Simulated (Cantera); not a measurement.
Feed: 1 mol CCl4, 1.1 mol Si, 3.4 mol H2, equilibrated at 3198.15 K and 93.0 mbar.

Cantera equilibrium calculation (NASA polynomials, part measured and part estimated; ideal gas, pure solids and liquids). Candidate condensed phases: C, C6H6, C7H8, C8H18, Si, SiC; 109 gas species. The tables' values for SiCl, CCl are old estimates; treat these amounts as uncertain. Gases not in the tables: Si2H6 and higher silanes. Equilibrium is a limit: real reactors are often held back by kinetics, nucleation or transport.

Base state: H 0.323, Cl 0.266, HCl 0.152, H2 0.124, Si 0.0712, SiC2 0.0338, SiCl 0.00731, C3 0.00598 (mole fractions); condensed: gas only.

### Question
What changes in the equilibrium state with this change: temperature from 3198.15 K to 1450 K?

### Answer
```
species            before    after
----------------  -------  -------
HCl                 0.152    0.539
H2                  0.124    0.391
SiCl4             8.06e-9   0.0417
H                   0.323  1.94e-5
Si                 0.0712    <1e-9
SiC2               0.0338    <1e-9
Cl                  0.266  2.18e-5
SiCl3             9.50e-6   0.0125
SiCl2             0.00410   0.0137
C3                0.00598    <1e-9
C2H               0.00303    <1e-9
C                 0.00200    <1e-9
C2                0.00101    <1e-9
C(graphite), mol        0    0.262
SiC(s), mol             0    0.738
```
The tables' values for SiCl3 are old estimates; treat these amounts as uncertain.

### Question
What changes in the equilibrium state with this change: H2 from 3.4 to 15 mol?

### Answer
```json
[
 {"species": "H", "before": "0.323", "after": "0.497"},
 {"species": "H2", "before": "0.124", "after": "0.294"},
 {"species": "Cl", "before": "0.266", "after": "0.0824"},
 {"species": "SiC2", "before": "0.0338", "after": "0.00732"},
 {"species": "Si", "before": "0.0712", "after": "0.0334"},
 {"species": "HCl", "before": "0.152", "after": "0.0723"},
 {"species": "SiCl2", "before": "0.00410", "after": "0.000185"},
 {"species": "Cl2", "before": "3.79e-5", "after": "3.64e-6"},
 {"species": "SiCl", "before": "0.00731", "after": "0.00106"},
 {"species": "C5", "before": "7.58e-5", "after": "1.10e-5"},
 {"species": "Si2C", "before": "0.000695", "after": "0.000104"}
]
```
The tables' values for SiCl are old estimates; treat these amounts as uncertain.
